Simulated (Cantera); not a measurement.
Thermodynamics of fluorocarbon and chlorocarbon gases, feed CF₄ + H₂

A closed system holds: 1 mol CF₄, 18 mol H₂, held at 2225 K and 200 Pa.

Cantera equilibrium calculation (NASA polynomials, part measured and part estimated; ideal gas, pure solids and liquids). Candidate condensed phases: C, C₆H₆, C₇H₈, C₈H₁₈; 95 gas species. The numbers say what is thermodynamically allowed, not how fast it happens.

```yaml
x(H₂): 0.690
x(HF): 0.188
x(H): 0.120
x(C₂H₂ (acetylene)): 0.00202
x(F): 3.06e-5
x(C₂H): 1.31e-5
x(C₄H₂): 2.42e-6
x(C₃): 1.99e-6
x(C): 1.19e-6
n(C(graphite)): 0.913 mol
gas_amount: 21.28 mol
```
